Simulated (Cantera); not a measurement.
Input (Python, Cantera) and output of one run.

```python
import numpy as np
import cantera as ct

gas_names = """
    N NO NO2 NO3 N2 N2O O O2 O3 Pb PbO Pb2
""".split()
cond_names = """
    Pb(cr) Pb(L) PbO(rd) PbO(yw) PbO(L) PbO2(s) Pb3O4(s)
""".split()


def load(file, names, dense=False):
    # The tables refer to 1 bar. Condensed volumes are neglected.
    table = {s.name: s for s in ct.Species.list_from_file(file)}
    out = []
    for n in names:
        d = dict(table[n].input_data)
        d["thermo"] = dict(d["thermo"], **{"reference-pressure": 1e5})
        if dense:
            d["equation-of-state"] = {"model": "constant-volume", "density": "1e6 g/cm^3"}
        out.append(ct.Species.from_dict(d))
    return out


gas = ct.Solution(thermo="ideal-gas", species=load("nasa_gas.yaml", gas_names))
cond = {s.name: ct.Solution(thermo="fixed-stoichiometry", species=[s], name=s.name)
        for s in load("nasa_condensed.yaml", cond_names, dense=True)}
atoms = {
    'Pb': {'Pb': 1},
    'O2': {'O': 2},
    'N2': {'N': 2},
}
top_T = {'Pb3O4(s)': 820}  # K; cautious upper limits of use, not melting points


def equilibrate(T, P, feed):
    n = {}
    for name, mol in feed.items():
        for a, k in atoms[name].items():
            n[a] = n.get(a, 0.0) + k * mol
    gas.TPX = T, P, n
    mass = sum(n.values()) * gas.mean_molecular_weight
    gas.equilibrate("TP")
    valid = [c for c in cond.values() if c.min_temp <= T <= top_T.get(c.name, c.max_temp)]
    mix = ct.Mixture([(gas, mass / gas.mean_molecular_weight)] + [(c, 0.0) for c in valid])
    mix.T, mix.P = T, P
    mix.equilibrate("TP", solver="vcs", rtol=1e-11, max_steps=5000)
    return mix


results = []
feed = {'Pb': 1, 'O2': 0.48, 'N2': 2.1}  # mol
P = 15  # Pa
for T in [725, 800, 875, 950, 1025, 1100, 1175, 1250, 1325]:
    mix = equilibrate(T, P, feed)
    results.append((T, P, feed, dict(zip(mix.species_names, mix.species_moles))))

top = {s: max(r[3][s] / sum(r[3][g] for g in gas_names) for r in results) for s in gas_names}
cols = sorted((s for s in top if top[s] > 0.0001), key=lambda s: -top[s])[:9]
seen = [c for c in cond_names if any(r[3].get(c, 0) > 1e-12 for r in results)]
print("log10 of partial pressures in bar; condensed amounts in mol")
print(f"{'T/K':>10s}" + "".join(f"{s[:9]:>10s}" for s in cols + seen))
for T, P, feed, n in results:
    ng = sum(n[g] for g in gas_names)
    print(f"{T:10.4g}" + "".join(f"{np.log10(max(n[s] / ng * P / 1e5, 1e-99)):10.3f}" for s in cols)
          + "".join(f"{n.get(c, 0):10.4g}" for c in seen))
```

It prints:

```
log10 of partial pressures in bar; condensed amounts in mol
       T/K        N2       PbO        Pb        O2        NO     Pb(L)   PbO(rd)   PbO(yw)
       725    -3.824   -12.054    -8.472   -21.146   -18.410   0.03995      0.96         0
       800    -3.824   -10.155    -7.212   -18.171   -16.305   0.03914         0      0.96
       875    -3.826    -8.589    -6.171   -15.715   -14.566   0.03052         0      0.96
       950    -3.832    -7.278    -5.552   -13.144   -12.854         0         0    0.9592
      1025    -3.834    -6.164    -5.554    -9.902   -10.865         0         0    0.9502
      1100    -3.851    -5.208    -5.548    -7.127    -9.169         0         0    0.8654
      1175    -4.001    -4.396    -5.134    -5.566    -8.186         0         0         0
      1250    -4.006    -4.445    -4.959    -5.342    -7.833         0         0         0
      1325    -4.013    -4.511    -4.813    -5.170    -7.534         0         0         0
```

Equilibrium computed with Cantera from the NASA thermochemical tables; the gas is ideal and each condensed phase is pure.
